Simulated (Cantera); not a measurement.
Input (Python, Cantera) and output of one run.

```python
import numpy as np
import cantera as ct

gas_names = """
    B BH BH2 BH3 BN BO BO2 B2 B2O B2O2 B2O3 B3O3H3 H HBO HBO2 HNO HNO2 HNO3 HO2 H2 H2O H2O2 H3B3O6 N NH
    NH2 NH3 NH2OH NO NO2 NO3 N2 N2H2 N2H4 N2O O OH O2 O3
""".split()
cond_names = """
    B(b) B(L) BN(s) B2O3(L) B3O3H3(cr) H2O(s) H2O(L)
""".split()


# ... load() reads the species with a 1 bar reference pressure and builds the phases ...
atoms = {
    'B2H6': {'B': 2, 'H': 6},
    'O2': {'O': 2},
    'N2': {'N': 2},
}
top_T = {'BN(s)': 3200}  # K; cautious upper limits of use, not melting points


# ... equilibrate(T, P, feed) seeds the gas with the atoms and calls Mixture.equilibrate('TP', solver="vcs", rtol=1e-11, max_steps=5000) ...
results = []
feed = {'B2H6': 1, 'O2': 2.9, 'N2': 31}  # mol
P = 3400  # Pa
for T in [1200, 1300, 1400, 1500, 1600, 1700, 1800, 1900, 2000]:
    mix = equilibrate(T, P, feed)
    results.append((T, P, feed, dict(zip(mix.species_names, mix.species_moles))))

top = {s: max(r[3][s] / sum(r[3][g] for g in gas_names) for r in results) for s in gas_names}
cols = sorted((s for s in top if top[s] > 0.001), key=lambda s: -top[s])[:7]
seen = [c for c in cond_names if any(r[3].get(c, 0) > 1e-12 for r in results)]
print("log10 of partial pressures in bar; condensed amounts in mol")
print(f"{'T/K':>10s}" + "".join(f"{s[:9]:>10s}" for s in cols + seen))
for T, P, feed, n in results:
    ng = sum(n[g] for g in gas_names)
    print(f"{T:10.4g}" + "".join(f"{np.log10(max(n[s] / ng * P / 1e5, 1e-99)):10.3f}" for s in cols)
          + "".join(f"{n.get(c, 0):10.4g}" for c in seen))
```

Result:

```
log10 of partial pressures in bar; condensed amounts in mol
       T/K        N2       H2O      HBO2        H2      B2O3   B2O3(L)
      1200    -1.509    -2.557    -4.359    -3.699    -8.036    0.9755
      1300    -1.510    -2.567    -3.795    -3.700    -6.730    0.9177
      1400    -1.512    -2.595    -3.327    -3.702    -5.619    0.7591
      1500    -1.516    -2.661    -2.946    -3.707    -4.664    0.4005
      1600    -1.521    -2.737    -2.750    -3.712    -4.084         0
      1700    -1.521    -2.734    -2.759    -3.711    -4.005         0
      1800    -1.521    -2.731    -2.768    -3.708    -3.938         0
      1900    -1.521    -2.729    -2.778    -3.693    -3.880         0
      2000    -1.522    -2.732    -2.790    -3.654    -3.830         0
```

These are equilibrium values from Cantera (NASA tables, ideal gas, pure condensed phases), not measurements of a reactor. The feed counts by its element totals alone. Gases not in the tables: H3BO3.
